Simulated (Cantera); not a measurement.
Input: 1 mol Nb, 0.038 mol O₂, 68 mol H₂, at 1.00 bar.

Method: chemical equilibrium by Gibbs-energy minimisation in Cantera with the NASA 1993 tables (ideal gas, pure condensed phases). Candidate condensed phases: H₂O, Nb, NbO, NbO₂, Nb₂O₅; 12 gas species. Mutual solubility and eutectic melting of coexisting phases are not modelled. NbO: taken at fixed stoichiometry. Condensed phases not in the tables: N, O or C dissolved in the metal. Kinetics and transport are ignored.

log p: log10 of the partial pressure in bar; n: condensed amount in mol.

```json
[
 {"T (°C)": "1202", "log p H₂": "0.00", "log p H": "-4.89", "log p H₂O": "-4.31", "log p NbO": "<-12", "log p NbO₂": "-11.96", "n Nb(s)": "0.927", "n NbO(s)": "0.0727"},
 {"T (°C)": "1277", "log p H₂": "0.00", "log p H": "-4.50", "log p H₂O": "-4.03", "log p NbO": "-11.32", "log p NbO₂": "-10.91", "n Nb(s)": "0.930", "n NbO(s)": "0.0697"},
 {"T (°C)": "1352", "log p H₂": "0.00", "log p H": "-4.15", "log p H₂O": "-3.78", "log p NbO": "-10.39", "log p NbO₂": "-9.95", "n Nb(s)": "0.935", "n NbO(s)": "0.0648"},
 {"T (°C)": "1427", "log p H₂": "0.00", "log p H": "-3.83", "log p H₂O": "-3.56", "log p NbO": "-9.54", "log p NbO₂": "-9.08", "n Nb(s)": "0.943", "n NbO(s)": "0.0571"},
 {"T (°C)": "1502", "log p H₂": "0.00", "log p H": "(withheld)", "log p H₂O": "(withheld)", "log p NbO": "(withheld)", "log p NbO₂": "(withheld)", "n Nb(s)": "0.955", "n NbO(s)": "(withheld)"},
 {"T (°C)": "1577", "log p H₂": "0.00", "log p H": "-3.27", "log p H₂O": "-3.16", "log p NbO": "-8.06", "log p NbO₂": "-7.56", "n Nb(s)": "0.971", "n NbO(s)": "0.0287"},
 {"T (°C)": "1652", "log p H₂": "0.00", "log p H": "-3.02", "log p H₂O": "-2.98", "log p NbO": "-7.41", "log p NbO₂": "-6.90", "n Nb(s)": "0.995", "n NbO(s)": "0.00532"},
 {"T (°C)": "1727", "log p H₂": "0.00", "log p H": "-2.79", "log p H₂O": "-2.95", "log p NbO": "-6.93", "log p NbO₂": "-6.54", "n Nb(s)": "1.000", "n NbO(s)": "0"},
 {"T (°C)": "1802", "log p H₂": "0.00", "log p H": "-2.58", "log p H₂O": "-2.95", "log p NbO": "-6.53", "log p NbO₂": "-6.27", "n Nb(s)": "1.000", "n NbO(s)": "0"},
 {"T (°C)": "1877", "log p H₂": "0.00", "log p H": "-2.38", "log p H₂O": "-2.95", "log p NbO": "-6.15", "log p NbO₂": "-6.02", "n Nb(s)": "1.000", "n NbO(s)": "0"},
 {"T (°C)": "1952", "log p H₂": "0.00", "log p H": "(withheld)", "log p H₂O": "-2.96", "log p NbO": "(withheld)", "log p NbO₂": "(withheld)", "n Nb(s)": "1.000", "n NbO(s)": "0"},
 {"T (°C)": "2027", "log p H₂": "0.00", "log p H": "-2.02", "log p H₂O": "-2.96", "log p NbO": "-5.47", "log p NbO₂": "-5.57", "n Nb(s)": "1.000", "n NbO(s)": "0"},
 {"T (°C)": "2102", "log p H₂": "-0.01", "log p H": "-1.85", "log p H₂O": "-2.96", "log p NbO": "-5.16", "log p NbO₂": "-5.37", "n Nb(s)": "0.999", "n NbO(s)": "0"}
]
```

Q: Some entries are withheld; supply them.

A: 
- 1502, log p H: -3.54
- 1502, log p H₂O: -3.35
- 1502, log p NbO: -8.77
- 1502, log p NbO₂: -8.29
- 1502, n NbO(s): 0.0454
- 1952, log p H: -2.19
- 1952, log p NbO: -5.80
- 1952, log p NbO₂: -5.79
